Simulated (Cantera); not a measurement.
Feed: 1 mol Al₂O₃, 1.3 mol SiCl₄, 9.7 mol Cl₂, at 750 K and 75.0 mbar.

These are equilibrium values from Cantera (NASA tables, ideal gas, pure condensed phases), not measurements of a reactor. Candidate condensed phases: Al, AlCl₃, Al₂O₃, Al₂SiO₅, Al₆Si₂O₁₃, Si, SiO₂; 26 gas species. Condensed phases not in the tables: AlOCl, alloys, solid solutions and most ternary compounds. The numbers say what is thermodynamically allowed, not how fast it happens.

Base state: Cl₂ 0.871, SiCl₄ 0.0716, AlCl₃ 0.0551, Al₂Cl₆ 0.00250 (mole fractions); condensed: Al₂O₃(s) + Al₂SiO₅(andalusite).

### Question
What changes in the equilibrium state with this change: Al₂O₃ replaced by B₂O₃?

### Answer
```json
[
 {"species": "Cl₂", "before": "0.871", "after": "0.873"},
 {"species": "SiCl₄", "before": "0.0716", "after": "0.0881"},
 {"species": "BCl₃", "before": "0", "after": "0.0350"},
 {"species": "AlCl₃", "before": "0.0551", "after": "0"},
 {"species": "B₃O₃Cl₃", "before": "0", "after": "0.00358"},
 {"species": "Al₂Cl₆", "before": "0.00250", "after": "0"},
 {"species": "Al₂O₃(s), mol", "before": "0.163", "after": "0"},
 {"species": "Al₂SiO₅(andalusite), mol", "before": "0.502", "after": "0"},
 {"species": "B₂O₃(l), mol", "before": "0", "after": "0.746"},
 {"species": "SiO₂(α-quartz), mol", "before": "0", "after": "0.322"}
]
```
Condensed phases not in the tables: borates and borosilicate glass, alloys, solid solutions and most ternary compounds. Further candidate phases: B, B₂O₃.

### Question
What changes in the equilibrium state with this change: pressure from 75.0 mbar to 5.60 mbar?

### Answer
```csv
species,before,after
Cl₂,0.871,0.866
AlCl₃,0.0551,0.0708
SiCl₄,0.0716,0.0625
Al₂Cl₆,0.00250,0.000309
Cl,9.24e-6,3.37e-5
"Al₂O₃(s), mol",0.163,0
"Al₂SiO₅(andalusite), mol",0.502,0.600
```
